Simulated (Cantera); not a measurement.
Gas mixture: C3H8 : H2O = 0.9 : 0.56 (molar parts), at 0.0484 atm, frozen composition.

Cantera's kinetic-theory transport with the Lennard-Jones parameters of GRI-Mech 3.0, ideal gas; thermal conductivity in the multicomponent form. Polar gases are described roughly by these parameters.

D: mixture-averaged diffusion coefficient of that species in the mixture.

```csv
T (K),ρ (kg/m³),cp (J/kg/K),μ (µPa s),λ (mW/m/K),Pr,D (cm²/s) H2,D (cm²/s) NO,D (cm²/s) C2H2
400,0.0502,2087,11.8,32.9,0.746,19.5,4.89,3.96
500,0.0402,?,?,?,0.760,?,?,?
600,0.0335,2735,17.1,60.7,0.769,39.3,10.1,8.41
700,0.0287,3003,19.5,75.4,0.777,51.0,13.2,11.1
800,0.0251,3236,21.8,90.2,0.782,63.9,16.6,14.1
900,0.0223,3439,?,?,0.786,?,?,?
```

Fill in the missing entries.


- 500, cp (J/kg/K): 2429
- 500, μ (µPa s): 14.5
- 500, λ (mW/m/K): 46.3
- 500, D (cm²/s) H2: 28.7
- 500, D (cm²/s) NO: 7.31
- 500, D (cm²/s) C2H2: 6.02
- 900, μ (µPa s): 24.0
- 900, λ (mW/m/K): 105
- 900, D (cm²/s) H2: 77.9
- 900, D (cm²/s) NO: 20.4
- 900, D (cm²/s) C2H2: 17.3
